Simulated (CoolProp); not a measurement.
Vapour-liquid equilibrium of R134a (1) + R236FA (2) at 25.55 °C; x and y are mole fractions of (1).

The numbers come from the multi-fluid Helmholtz-energy mixture model, Tillner-Roth 1994 and Pan 2012; pair parameters Bell 2016 in CoolProp.

### Question
Give the bubble pressure and the first vapour's composition at x = 0.05, 0.2, 0.65. Is there an azeotrope?

### Answer
x = 0.05: 295.3 kPa, y = 0.103; x = 0.2: 350.9 kPa, y = 0.351; x = 0.65: 527.2 kPa, y = 0.799. No azeotrope shows between x = 0.05 and 0.95.

Pair parameters are fitted to limited data, so mixtures are less certain than the pure fluids.
